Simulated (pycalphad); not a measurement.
CALPHAD calculation (pycalphad, COST 507 light-alloy database (1999)), 1 atm. The database dates from 1999; later assessments differ in places, in temperatures and in the compounds included. Kinetics are ignored, which matters at the lower temperatures.

# Ti-12.7C (at.%): equilibrium cooling sequence

```tsv
T (K)	phases above	phases below
2598.3	liquid	fcc + liquid
1919 ± 6	fcc + liquid	bcc + fcc
1189.9	bcc + fcc	fcc + hcp
```

Changes were sought between steps of 100 K, so a narrower field can be missed.

The fcc model also describes the rock-salt carbide or nitride (TiC, TiN, HfC).
